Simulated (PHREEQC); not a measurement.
A solution holds 0.16 mol HF, 0.00012 mol H2SiF6, 6.3e-05 mol HBF4 and 0.0064 mol H2SO4 per kg of water, at 20 °C. Closed to the air; pH follows from the charge balance.

Model: ion-association model, wateq4f.dat, run in PHREEQC.

No solid was allowed to form.

Estimate the pH.

pH 1.82.

In which forms is S present?

SO4-2 53 %, HSO4- 47 % of the S.

wateq4f.dat counts part of the HF as a dimer, H2F2, which phreeqc.dat doesn't know; its constant is uncertain. SiF6-2 is the database's only silicon fluoride. Real BF4- forms and hydrolyses slowly; the run takes it at equilibrium.
